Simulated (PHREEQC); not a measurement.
1 kg of water holding 0.41 mol KCl, 0.01 mol SrCl2 and 0.5 mol MgCl2 is evaporated at 25 °C; the solids stay in contact with the brine. CO2 from the air is kept out. Solids allowed: Bischofite, Brucite, Carnallite, Sylvite, MgCl2_4H2O. Others were left out.

The series has 15 steps of water left (kg), from 1 to 0.02007.

Model: Pitzer model, pitzer.dat, run in PHREEQC.

Problem. Which solids form, in which order, and at which step of the series does each first stand?

Solution. Sylvite from water left = 0.2082 kg, last present at water left = 0.04306 kg; Carnallite from water left = 0.1126 kg.
